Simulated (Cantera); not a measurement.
A closed system holds: 1 mol PbO, 0.039 mol CO, a varied amount of N2, held at 1177 °C and 1000 Pa.

Method: chemical equilibrium by Gibbs-energy minimisation in Cantera with the NASA 1993 tables (ideal gas, pure condensed phases). Candidate condensed phases: C, Pb, PbO, PbO2, Pb3O4; 27 gas species. Gases not in the tables: (PbO)n polymers. Equilibrium is a limit: real reactors are often held back by kinetics, nucleation or transport.

### Question
Which condensed phases are stable at each of these points (n(N2) (mol)): 0.38, 0.68, 1.2, 2.2, 3.9, 7.1, 13, 23, 41, 74?

### Answer
| n(N2) (mol) | condensed phases | Pb condensed (%) |
|---|---|---|
| 0.38 | PbO(l) | 45.1 |
| 0.68 | PbO(l) | 7.6 |
| 1.2 | gas only | 0.0 |
| 2.2 | gas only | 0.0 |
| 3.9 | gas only | 0.0 |
| 7.1 | gas only | 0.0 |
| 13 | gas only | 0.0 |
| 23 | gas only | 0.0 |
| 41 | gas only | 0.0 |
| 74 | gas only | 0.0 |

From 0.38 mol N2 to 0.68 mol N2 the condensed part is PbO(l). From 1.2 mol N2 to 74 mol N2 nothing is condensed.
